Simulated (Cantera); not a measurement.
What does this Cantera script print?

```python
import numpy as np
import cantera as ct

gas_names = """
    C CN CO CO2 C2 CCN CNC C2N2 C2O C3 C3O2 C4 C4N2 C5 N NCO NO NO2 NO3 N2 N2O O O2 O3 Si SiC SiC2 SiN
    SiO SiO2 Si2 Si2C Si2N Si3
""".split()
cond_names = """
    C(gr) Si(cr) Si(L) SiC(b) SiO2(Lqz) SiO2(hqz) SiO2(L) Si2N2O(s) Si3N4(a)
""".split()


def load(file, names, dense=False):
    # The tables refer to 1 bar. Condensed volumes are neglected.
    table = {s.name: s for s in ct.Species.list_from_file(file)}
    out = []
    for n in names:
        d = dict(table[n].input_data)
        d["thermo"] = dict(d["thermo"], **{"reference-pressure": 1e5})
        if dense:
            d["equation-of-state"] = {"model": "constant-volume", "density": "1e6 g/cm^3"}
        out.append(ct.Species.from_dict(d))
    return out


gas = ct.Solution(thermo="ideal-gas", species=load("nasa_gas.yaml", gas_names))
cond = {s.name: ct.Solution(thermo="fixed-stoichiometry", species=[s], name=s.name)
        for s in load("nasa_condensed.yaml", cond_names, dense=True)}
atoms = {
    'Si': {'Si': 1},
    'CO2': {'C': 1, 'O': 2},
    'N2': {'N': 2},
}
top_T = {'C(gr)': 4500, 'SiC(b)': 3050, 'Si2N2O(s)': 2100, 'Si3N4(a)': 2400}  # K; cautious upper limits of use, not melting points


def equilibrate(T, P, feed):
    n = {}
    for name, mol in feed.items():
        for a, k in atoms[name].items():
            n[a] = n.get(a, 0.0) + k * mol
    gas.TPX = T, P, n
    mass = sum(n.values()) * gas.mean_molecular_weight
    gas.equilibrate("TP")
    valid = [c for c in cond.values() if c.min_temp <= T <= top_T.get(c.name, c.max_temp)]
    mix = ct.Mixture([(gas, mass / gas.mean_molecular_weight)] + [(c, 0.0) for c in valid])
    mix.T, mix.P = T, P
    mix.equilibrate("TP", solver="vcs", rtol=1e-11, max_steps=5000)
    return mix


results = []
feed = {'Si': 1, 'CO2': 0.19, 'N2': 4.5}  # mol
P = 11000  # Pa
for T in [1450, 1500, 1550, 1600, 1650, 1700, 1750, 1800, 1850, 1900, 1950]:
    mix = equilibrate(T, P, feed)
    results.append((T, P, feed, dict(zip(mix.species_names, mix.species_moles))))

top = {s: max(r[3][s] / sum(r[3][g] for g in gas_names) for r in results) for s in gas_names}
cols = sorted((s for s in top if top[s] > 0.0001), key=lambda s: -top[s])[:5]
seen = [c for c in cond_names if any(r[3].get(c, 0) > 1e-12 for r in results)]
print("log10 of partial pressures in bar; condensed amounts in mol")
print(f"{'T/K':>10s}" + "".join(f"{s[:9]:>10s}" for s in cols + seen))
for T, P, feed, n in results:
    ng = sum(n[g] for g in gas_names)
    print(f"{T:10.4g}" + "".join(f"{np.log10(max(n[s] / ng * P / 1e5, 1e-99)):10.3f}" for s in cols)
          + "".join(f"{n.get(c, 0):10.4g}" for c in seen))
```

Output:

```
log10 of partial pressures in bar; condensed amounts in mol
       T/K        N2       SiO        CO        Si     C(gr)    SiC(b) Si2N2O(s)  Si3N4(a)
      1450    -0.959    -7.878    -4.763   -11.051    0.1894         0    0.3794   0.08041
      1500    -0.959    -7.185    -4.371   -10.221    0.1885         0    0.3785   0.08102
      1550    -0.959    -6.536    -4.091    -9.447         0     0.187     0.377   0.01968
      1600    -0.959    -5.930    -3.929    -8.721         0    0.1856    0.3756   0.02106
      1650    -0.959    -5.361    -3.776    -8.040         0    0.1838    0.3736   0.02294
      1700    -0.960    -4.826    -3.633    -7.400         0    0.1813    0.3708    0.0255
      1750    -0.960    -4.323    -3.498    -6.797         0    0.1782    0.3664   0.02906
      1800    -0.961    -3.849    -3.371    -6.228         0    0.1742    0.3589   0.03425
      1850    -0.962    -3.401    -3.252    -5.689         0    0.1691    0.3442    0.0425
      1900    -0.966    -2.976    -3.140    -5.179         0    0.1628     0.313   0.05705
      1950    -0.973    -2.573    -3.039    -4.692         0    0.1549    0.2423   0.08562
```

Cantera equilibrium calculation (NASA polynomials, part measured and part estimated; ideal gas, pure solids and liquids). N2 is the only nitrogen source here; it is nearly inert below about 1500 K, so the nitride shown seldom forms there in practice. Mutual solubility and eutectic melting of coexisting phases are not modelled. The tables' values for SiN are old estimates; treat these amounts as uncertain.
